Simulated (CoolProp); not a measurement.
Vapour-liquid equilibrium of R22 (1) + R152A (2) at 0.943 MPa; x and y are mole fractions of (1).

The numbers come from the multi-fluid Helmholtz-energy mixture model, Kamei 1995 and Outcalt 1996; pair parameters Bell 2016 in CoolProp.

Question: Give the bubble temperature and the first vapour's composition at x = 0.05, 0.5, 0.65. Is there an azeotrope?

Answer: x = 0.05: 313.6 K, y = 0.068; x = 0.5: 304.9 K, y = 0.603; x = 0.65: 301.8 K, y = 0.748. No azeotrope shows between x = 0.05 and 0.95.

The pair parameters rest on a limited set of measurements; away from them the model extrapolates.
